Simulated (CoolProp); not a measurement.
Computed with CoolProp (reference Helmholtz-energy equation of state, Lemmon 2006). It is a short technical equation, of lower accuracy than the large ones.

Q: For carbonyl sulfide, give the phase and the cv (kJ/(kg K)), speed of sound (m/s), isothermal compressibility (1/MPa), expansivity (1/kK) at 26.35 °C and 9.19 bar.

A: 
- 26.35 °C and 9.19 bar: gas; cv 0.596, speed of sound 211, isothermal compressibility 1.24, expansivity 4.81
